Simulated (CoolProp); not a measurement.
Vapour-liquid equilibrium of carbon dioxide (1) + n-butane (2) at 6.3 bar; x and y are mole fractions of (1).

The numbers come from the multi-fluid Helmholtz-energy mixture model, Span 1996 and Bücker 2006; pair parameters Kunz 2012 in CoolProp.

```
x     bubble temperature, mixture model (K)  bubble temperature, Raoult's law (K)  y, mixture model  y, Raoult's law
----  -------------------------------------  ------------------------------------  ----------------  ---------------
0.05                                  298.7                                 303.2             0.588            0.573
0.15                                  255.4                                 274.3             0.919            0.855
0.25                                  239.3                                 258.9             0.964            0.931
0.35                                  232.4                                 249.0             0.976            0.961
0.45                                  229.2                                 241.9             0.981            0.977
0.55                                  227.5                                 236.4             0.984            0.986
0.65                                  226.4                                 231.9             0.985            0.991
0.75                                  225.4                                 228.3             0.987            0.995
0.85                                  224.1                                 225.1             0.990            0.997
0.95                                  222.3                                 222.4             0.996            0.999
```

The largest gap from Raoult's law is -19.6 K in bubble temperature, at x = 0.25. No azeotrope shows between x = 0.05 and 0.95.

Pair parameters are fitted to limited data, so mixtures are less certain than the pure fluids. With so large a gap from Raoult's law the liquid may split in two, which this calculation doesn't test in full.
